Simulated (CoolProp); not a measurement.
Vapour-liquid equilibrium of isobutene (1) + n-octane (2) at 29.25 °C; x and y are mole fractions of (1).

Values from CoolProp's multi-fluid Helmholtz-energy mixture model, Lemmon 2005 and Beckmüller 2019; pair parameters Bell 2016.

```json
[
 {"x": "0.05", "bubble pressure (bar)": "0.1950", "y at the bubble point": "0.883", "dew pressure at overall composition x (bar)": "0.02495", "liquid density (mol/L)": "6.230"},
 {"x": "0.2", "bubble pressure (bar)": "0.6826", "y at the bubble point": "0.970", "dew pressure at overall composition x (bar)": "0.02961", "liquid density (mol/L)": "6.700"},
 {"x": "0.35", "bubble pressure (bar)": "1.165", "y at the bubble point": "0.985", "dew pressure at overall composition x (bar)": "0.03640", "liquid density (mol/L)": "7.229"},
 {"x": "0.5", "bubble pressure (bar)": "1.664", "y at the bubble point": "0.991", "dew pressure at overall composition x (bar)": "0.04723", "liquid density (mol/L)": "7.825"},
 {"x": "0.65", "bubble pressure (bar)": "2.183", "y at the bubble point": "0.995", "dew pressure at overall composition x (bar)": "0.06721", "liquid density (mol/L)": "8.499"},
 {"x": "0.8", "bubble pressure (bar)": "2.720", "y at the bubble point": "0.998", "dew pressure at overall composition x (bar)": "0.1165", "liquid density (mol/L)": "9.257"},
 {"x": "0.95", "bubble pressure (bar)": "3.272", "y at the bubble point": "0.999", "dew pressure at overall composition x (bar)": "0.4339", "liquid density (mol/L)": "10.10"}
]
```

No azeotrope shows between x = 0.05 and 0.95.

Pair parameters are fitted to limited data, so mixtures are less certain than the pure fluids.
